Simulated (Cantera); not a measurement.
Input: 1 mol SiH2Cl2, 29 mol N2, at 1377 °C and 44000 Pa.

These are equilibrium values from Cantera (NASA tables, ideal gas, pure condensed phases), not measurements of a reactor. Candidate condensed phases: NH4Cl, Si, Si3N4; 28 gas species. The tables' values for SiCl3 are old estimates; treat these amounts as uncertain. Kinetics and transport are ignored.

Base state: N2 0.936, HCl 0.0414, H2 0.0121, SiCl2 0.00712, SiCl3 0.00185, SiCl4 0.00106, SiHCl3 5.17e-5, Cl 4.05e-5 (mole fractions); condensed: Si3N4(s).

Task: What changes in the equilibrium state with this change: N2 from 29 to 8.9 mol?

Result: 
```
species         before     after
-------------  -------  --------
N2               0.936     0.816
HCl             0.0414     0.113
H2              0.0121    0.0399
SiCl2          0.00712    0.0176
SiHCl3         5.17e-5  0.000348
SiCl4          0.00106   0.00587
SiCl3          0.00185   0.00685
H              1.50e-5   2.74e-5
Cl             4.05e-5   6.07e-5
Si3N4(s), mol    0.231     0.228
```
